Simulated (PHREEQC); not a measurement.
Solution (25 °C): 0.00047 mol/kgw PbCl2, 0.16 mol/kgw HBF4 and 0.013 mol/kgw Na2SO4. Closed to the air; pH follows from the charge balance.

Computed with PHREEQC (ion-association model, wateq4f.dat).

```
Property                   Value
-----------------  -------------
pH                          0.93
ionic strength     0.175 mol/kgw
activity of water          0.994
total alkalinity     -640 meq/kg
```

```
species  molality  activity   log γ
-------  --------  --------  ------
BF4-        0.153     0.106  -0.159
H+          0.146     0.117  -0.095
Na+        0.0259    0.0194  -0.125
HF         0.0165    0.0172   0.018
HSO4-      0.0106   0.00784  -0.132
H3BO3     0.00358   0.00373   0.018
BF3OH-    0.00326   0.00226  -0.159
SO4-2     0.00224  0.000688  -0.513
Cl-      0.000935  0.000675  -0.142
H2F2     0.000737  0.000768   0.018
```

This is a speciation only: nothing precipitates in the calculation. Examples of supersaturated solids here: Anglesite. Others may be too. Real BF4- forms and hydrolyses slowly; the run takes it at equilibrium.
